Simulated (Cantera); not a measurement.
An adiabatic, constant-volume homogeneous reactor starts with CO : H2 : CH4 : O2 : N2 = 1 : 1 : 0.18 : 1.77 : 6.64 (molar parts), equivalence ratio 0.77, at 1175 K and 10.0 bar.

Model: GRI-Mech 3.0 (53 species, 325 reactions), integrated in Cantera.

x: mole fraction; the columns are a selection and need not sum to one.

```
t (s)     T (K)  P (bar)    x CO     x H2   x CH4     x OH      x H   x CH2CO    x HO2
--------  -----  -------  ------  -------  ------  -------  -------  --------  -------
4.00e-6    1175     10.0  0.0944   0.0944  0.0170  1.80e-9  6.70e-9    <1e-12      [?]
9.70e-6    1175     10.0  0.0944   0.0944  0.0170  4.41e-9  1.56e-8    <1e-12      [?]
2.35e-5    1175     10.0  0.0944   0.0944  0.0170  2.23e-8  7.46e-8  5.48e-12      [?]
5.70e-5    1178     10.0  0.0944   0.0942  0.0170  1.27e-6  3.62e-6   2.85e-9      [?]
0.000138   2925     23.0  0.0235  0.00422  <1e-12   0.0159  0.00170    <1e-12      [?]
0.000335   2909     22.9  0.0233  0.00421  <1e-12   0.0149  0.00162    <1e-12  2.64e-5
0.000812   2906     22.9  0.0233  0.00421  <1e-12   0.0148  0.00161    <1e-12  2.60e-5
0.00197    2906     22.9  0.0233  0.00421  <1e-12   0.0148  0.00161    <1e-12  2.60e-5
0.00478    2906     22.9  0.0233  0.00421  <1e-12   0.0148  0.00161    <1e-12  2.60e-5
0.0116     2906     22.9  0.0233  0.00421  <1e-12   0.0148  0.00161    <1e-12  2.60e-5
0.0281     2906     22.9  0.0233  0.00421  <1e-12   0.0148  0.00161    <1e-12  2.60e-5
0.0681     2906     22.9  0.0233  0.00421  <1e-12   0.0148  0.00161    <1e-12  2.60e-5
0.165      2906     22.9  0.0233  0.00421  <1e-12   0.0148  0.00161    <1e-12  2.60e-5
0.400      2906     22.9  0.0233  0.00421  <1e-12   0.0148  0.00161    <1e-12  2.60e-5
```

Question: Complete the blanks.

Answer: 
- 4.00e-6, x HO2: 1.42e-7
- 9.70e-6, x HO2: 5.29e-7
- 2.35e-5, x HO2: 3.18e-6
- 5.70e-5, x HO2: 9.39e-5
- 0.000138, x HO2: 2.94e-5
